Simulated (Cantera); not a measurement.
# Titanium nitride, carbide and oxide coatings: Ti(OiPr)4 + O2

Charge: 1 mol Ti(OiPr)4, 16 mol O2, held at 1600 K and 1330 Pa.

Cantera equilibrium calculation (NASA polynomials, part measured and part estimated; ideal gas, pure solids and liquids). Candidate condensed phases: C, C6H6, C7H8, C8H18, H2O, Ti, TiC, TiO, TiO2, Ti2O3, Ti3O5, Ti4O7; 113 gas species. The feed counts by its element totals alone. The numbers say what is thermodynamically allowed, not how fast it happens.

- x(H2O): 0.490
- x(CO2): 0.356
- x(CO): 0.105
- x(H2): 0.0483
- x(H): 0.000103
- x(OH): 4.11e-5
- n(TiO2(rutile)): 1.00 mol
- gas amount: 26.00 mol
- log10 activity of Ti4O7(s) (absent): -2.50
- log10 activity of Ti3O5(s) (absent): -2.63
- log10 activity of Ti2O3(s) (absent): -3.16
